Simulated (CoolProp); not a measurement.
m-xylene along the isobar 3.81 MPa: density (kg/m³) from the reference equation and from simpler models built on Tc = 616.9 K, pc = 3.535 MPa, ω = 0.326; each cubic takes its own stable root.

Values from CoolProp's reference Helmholtz-energy equation of state, Zhou 2012.

```
T (K)   phase  reference  van der Waals  Redlich-Kwong  Soave-Redlich-Kwong  Peng-Robinson
-----  ------  ---------  -------------  -------------  -------------------  -------------
455.4  liquid      718.0          419.6          595.9                624.9          706.4
460.9  liquid      712.2          416.5          590.2                619.4          700.2
466.5  liquid      706.2            [?]            [?]                  [?]          693.7
472    liquid      700.2          410.2          578.5                607.7          687.2
477.5  liquid        [?]          407.0          572.5                601.7          680.5
483.1  liquid      687.7          403.6            [?]                595.4          673.5
488.6  liquid      681.4          400.2          560.0                589.1          666.4
494.2  liquid      674.8          396.7          553.5                582.5            [?]
499.7  liquid      668.2          393.2          546.9                575.8          651.3
505.2  liquid      661.5          389.5          540.2                568.9          643.5
510.8  liquid      654.4          385.8            [?]                561.6          635.3
516.3  liquid      647.3          381.9          526.1                554.2          626.9
```

Question: Complete the blanks.

Answer: 
- 466.5, van der Waals: 413.4
- 466.5, Redlich-Kwong: 584.4
- 466.5, Soave-Redlich-Kwong: 613.6
- 477.5, reference: 694.1
- 483.1, Redlich-Kwong: 566.3
- 494.2, Peng-Robinson: 658.9
- 510.8, Redlich-Kwong: 533.2
